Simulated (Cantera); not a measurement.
Input (Python, Cantera) and output of one run.

```python
import numpy as np
import cantera as ct

gas_names = """
    O3
""".split()
cond_names = """
    V2O5(s) V2O5(L) V(cr) V(L)
""".split()


# ... load() reads the species with a 1 bar reference pressure and builds the phases ...
species = {s.name: s for s in load("nasa_gas.yaml", gas_names) + load("nasa_condensed.yaml", cond_names)}
# Each term lists the table entries of one substance; the one whose range holds T is used.
reactions = {
    '3 V2O5 = 5 O3(g) + 6 V':
        [(-3, ['V2O5(s)', 'V2O5(L)']), (5, ['O3']), (6, ['V(cr)', 'V(L)'])],
}


def pick(names, T):
    return next(species[n] for n in names if species[n].thermo.min_temp <= T <= species[n].thermo.max_temp)


results = []
for label, terms in reactions.items():
    print(label)
    print("     T/K   dH/kJ  dS/(J/K)   dG/kJ   log10 K")
    for T in [1725, 1875, 2025, 2175, 2325, 2475, 2625, 2775]:
        used = [(nu, pick(names, T)) for nu, names in terms]
        dH = sum(nu * s.thermo.h(T) for nu, s in used) / 1e6
        dS = sum(nu * s.thermo.s(T) for nu, s in used) / 1e3
        dG = dH - T * dS / 1e3
        logK = -dG * 1e6 / (ct.gas_constant * T * np.log(10))
        results.append((label, T, dH, dS, dG, logK, [s.name for _, s in used]))
        print(f"{T:8g} {dH:8.1f} {dS:8.1f} {dG:8.1f} {logK:8.2f}")
```

Output:

```
3 V2O5 = 5 O3(g) + 6 V
     T/K   dH/kJ  dS/(J/K)   dG/kJ   log10 K
    1725   5046.6    625.1   3968.3  -120.16
    1875   5043.3    623.2   3874.7  -107.94
    2025   5044.2    623.7   3781.2   -97.53
    2175   5049.9    626.4   3687.5   -88.56
    2325   5198.4    694.1   3584.7   -80.53
    2475   5212.7    700.0   3480.2   -73.45
    2625   5229.4    706.6   3374.7   -67.15
    2775   5248.5    713.7   3268.2   -61.52
```

Source: NASA polynomial tables (part measured, part estimated), evaluated in Cantera. Condensed species are held in their standard states even where they would react or evaporate.
